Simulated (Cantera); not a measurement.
**Hydrocarbon pyrolysis for carbon deposition**

An isothermal, constant-pressure homogeneous reactor starts with C2H4 : H2 = 1 : 3 (molar parts), at 1698 K and 0.000207 atm.

Detailed kinetics in Cantera: GRI-Mech 3.0 (53 species, 325 reactions). GRI-Mech 3.0 was tuned for natural gas; its chemistry of ethylene as a main component is partial and can be far from experiment. GRI-Mech 3.0 stops at C3 and has no aromatics, soot or wall deposition, so with more carbon than oxygen in the feed, carbon stays in small species such as C2H2 where larger ones or solid carbon would form. Radical loss at walls, strong at low pressure, is not modelled.

| t (s) | x C2H4 | x H2 | x C2H2 | x C2H6 | x H | x CH3 | x CH4 |
|---|---|---|---|---|---|---|---|
| 5.00e-5 | 0.250 | 0.750 | 7.05e-6 | <1e-12 | 4.95e-9 | <1e-12 | <1e-12 |
| 0.000189 | 0.250 | 0.750 | 2.67e-5 | 8.70e-12 | 1.85e-8 | <1e-12 | <1e-12 |
| 0.000715 | 0.250 | 0.750 | 0.000101 | 1.09e-10 | 6.81e-8 | 2.97e-12 | <1e-12 |
| 0.00271 | 0.250 | 0.750 | 0.000382 | 1.01e-9 | 2.54e-7 | 7.75e-11 | 2.12e-11 |
| 0.0102 | 0.248 | 0.750 | 0.00144 | 5.15e-9 | 9.62e-7 | 1.06e-9 | 1.11e-9 |
| 0.0387 | 0.243 | 0.751 | 0.00543 | 1.39e-8 | 3.65e-6 | 4.69e-9 | 2.51e-8 |
| 0.147 | 0.225 | 0.755 | 0.0202 | 1.80e-8 | 1.37e-5 | 9.72e-9 | 2.54e-7 |
| 0.554 | 0.163 | 0.767 | 0.0699 | 1.41e-8 | 4.10e-5 | 1.66e-8 | 1.75e-6 |
| 2.10 | 0.0442 | 0.791 | 0.165 | 4.17e-9 | 7.47e-5 | 1.84e-8 | 6.16e-6 |
| 7.93 | 4.07e-5 | 0.800 | 0.200 | 5.14e-12 | 0.000410 | 8.88e-8 | 8.53e-6 |
| 30.0 | 4.32e-6 | 0.798 | 0.200 | <1e-12 | 0.00221 | 4.63e-7 | 8.26e-6 |
x: mole fraction; the columns are a selection and need not sum to one.

Equilibrium at this temperature and pressure: C2H4 1.63e-6, H2 0.792, C2H2 0.199, C2H6 <1e-12, H 0.00894, CH3 1.95e-6, CH4 8.52e-6 (gas phase only).
